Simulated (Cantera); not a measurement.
Tantalum, niobium, vanadium and zirconium in process gases: Ta(OEt)5 + CH4 + H2

Input: 1 mol Ta(OEt)5, 2.9 mol CH4, 67 mol H2, at 2200 K and 0.210 Pa.

Equilibrium computed with Cantera from the NASA thermochemical tables; the gas is ideal and each condensed phase is pure. Candidate condensed phases: C, C6H6, C7H8, C8H18, H2O, Ta, TaC, Ta2O5; 113 gas species. The feed counts by its element totals alone. TaC: taken at fixed stoichiometry. Condensed phases not in the tables: Ta2C. Equilibrium is a limit: real reactors are often held back by kinetics, nucleation or transport.

```yaml
x(H): 0.913
x(H2): 0.0551
x(CO): 0.0300
x(C3): 0.00115
x(C): 0.000727
x(C2H2 (acetylene)): 0.000141
x(C2): 0.000100
x(C2H): 8.10e-5
n(C(graphite)): 6.09 mol
n(TaC(s)): 1.00 mol
gas_amount: 166.7 mol
log10 activity of Ta(s) (absent): -3.33
log10 activity of Ta2O5(l) (absent): -51.71
```
